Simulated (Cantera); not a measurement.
Feed: 1 mol B2O3, 0.19 mol H2O, 17 mol N2, held at 360 Pa.

Cantera equilibrium calculation (NASA polynomials, part measured and part estimated; ideal gas, pure solids and liquids). Candidate condensed phases: B, BN, B2O3, B3O3H3, H2O; 39 gas species. Rates play no part.

Problem. Which condensed phases are stable at each of these points (T (K)): 1048, 1148, 1248, 1348, 1448, 1548, 1648, 1748, 1848, 1948?

Solution. 
| T (K) | condensed phases | B condensed (%) |
|---|---|---|
| 1048 | B2O3(l) | 99.9 |
| 1148 | B2O3(l) | 99.4 |
| 1248 | B2O3(l) | 97.7 |
| 1348 | B2O3(l) | 93.1 |
| 1448 | B2O3(l) | 83.6 |
| 1548 | B2O3(l) | 55.3 |
| 1648 | gas only | 0.0 |
| 1748 | gas only | 0.0 |
| 1848 | gas only | 0.0 |
| 1948 | gas only | 0.0 |

From 1048 K to 1548 K the condensed part is B2O3(l). From 1648 K to 1948 K nothing is condensed.
